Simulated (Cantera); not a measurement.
Input: 1 mol CCl4, 0.52 mol H2, at 21.0 Pa.

These are equilibrium values from Cantera (NASA tables, ideal gas, pure condensed phases), not measurements of a reactor. Candidate condensed phases: C, C6H6, C7H8, C8H18; 91 gas species. Equilibrium is a limit: real reactors are often held back by kinetics, nucleation or transport.

x: gas mole fraction; n: condensed amount in mol.

```csv
T (K),x Cl,x HCl,x H,x C3,x Cl2,x H2,n C(graphite)
1573,0.724,0.263,2.28e-6,<1e-12,0.0126,6.57e-7,1.000
1673,0.735,0.261,1.71e-5,8.32e-12,0.00410,4.75e-6,1.000
1773,0.738,0.260,0.000104,2.36e-10,0.00148,2.83e-5,1.000
1873,0.740,0.259,0.000527,4.65e-9,0.000594,0.000140,1.000
1973,0.741,0.256,[?],[?],[?],[?],1.000
2073,0.744,0.246,0.00802,7.47e-7,0.000125,0.00195,1.000
2173,0.752,0.219,0.0236,6.61e-6,6.45e-5,0.00500,1.000
2273,0.765,0.171,0.0544,4.81e-5,3.59e-5,0.00880,0.999
2373,0.778,0.114,0.0973,0.000294,2.10e-5,0.0102,0.994
2473,0.785,[?],[?],[?],[?],[?],0.972
2573,0.783,0.0334,0.168,0.00713,7.75e-6,0.00505,0.875
2673,0.761,0.0158,0.181,0.0292,4.68e-6,0.00260,0.473
```

### Question
Fill in the missing entries.

### Answer

- 2473, x HCl: 0.0652
- 2473, x H: 0.139
- 2473, x C3: 0.00155
- 2473, x Cl2: 1.26e-5
- 2473, x H2: 0.00819
- 1973, x H: 0.00224
- 1973, x C3: 6.72e-8
- 1973, x Cl2: 0.000261
- 1973, x H2: 0.000578
